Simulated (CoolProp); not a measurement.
Properties of CH2F2 (R32) along the isotherm 85.15 °C (Tc = 78.1 °C, pc = 5783 kPa, ω = 0.277).

Computed with CoolProp (reference Helmholtz-energy equation of state, Tillner-Roth 1997).

```json
[
 {"p (kPa)": "91.4", "phase": "gas", "cp (kJ/(kg K))": "0.9277", "speed of sound (m/s)": "262.3", "viscosity (µPa s)": "16.0"},
 {"p (kPa)": "188", "phase": "gas", "cp (kJ/(kg K))": "0.9367", "speed of sound (m/s)": "261.3", "viscosity (µPa s)": "16.0"},
 {"p (kPa)": "386", "phase": "gas", "cp (kJ/(kg K))": "0.9558", "speed of sound (m/s)": "259.3", "viscosity (µPa s)": "16.0"},
 {"p (kPa)": "792", "phase": "gas", "cp (kJ/(kg K))": "0.9983", "speed of sound (m/s)": "255.0", "viscosity (µPa s)": "16.0"},
 {"p (kPa)": "1630", "phase": "gas", "cp (kJ/(kg K))": "1.103", "speed of sound (m/s)": "245.7", "viscosity (µPa s)": "16.1"},
 {"p (kPa)": "3340", "phase": "gas", "cp (kJ/(kg K))": "1.449", "speed of sound (m/s)": "224.6", "viscosity (µPa s)": "16.7"},
 {"p (kPa)": "6860", "phase": "supercritical", "cp (kJ/(kg K))": "11.48", "speed of sound (m/s)": "174.3", "viscosity (µPa s)": "41.0"},
 {"p (kPa)": "14100", "phase": "supercritical", "cp (kJ/(kg K))": "2.176", "speed of sound (m/s)": "408.7", "viscosity (µPa s)": "72.2"},
 {"p (kPa)": "28900", "phase": "supercritical", "cp (kJ/(kg K))": "1.755", "speed of sound (m/s)": "577.6", "viscosity (µPa s)": "97.3"}
]
```

The peak of cp marks the crossing from liquid-like to gas-like fluid above the critical point.

Viscosity comes from a separate model (Bell 2016), an estimate that may be off by 10 % or more.
